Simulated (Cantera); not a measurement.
Cantera with NASA thermochemical tables; ideal gases at 1 bar, condensed phases pure. Values are per mole of reaction as written; species without (g) are pure solids or liquids, kept so even where they would boil at 1 bar.

S + 2 CaF₂ = SF₄(g) + 2 Ca(g)

```tsv
T (K)	ΔH° (kJ)	ΔS° (J/K)	ΔG° (kJ)	log10 K
498	___	___	___	___
598	2026.3	398.8	1787.8	-156.16
698	2021.2	390.9	1748.3	-130.83
798	2016.0	383.9	1709.6	-111.90
898	___	___	___	___
998	2003.3	369.8	1634.2	-85.53
```

Question: Some entries are withheld; supply them.

Answer: 
- 498, ΔH° (kJ): 2032.0
- 498, ΔS° (J/K): 409.2
- 498, ΔG° (kJ): 1828.2
- 498, log10 K: -191.75
- 898, ΔH° (kJ): 2010.0
- 898, ΔS° (J/K): 376.8
- 898, ΔG° (kJ): 1671.6
- 898, log10 K: -97.23
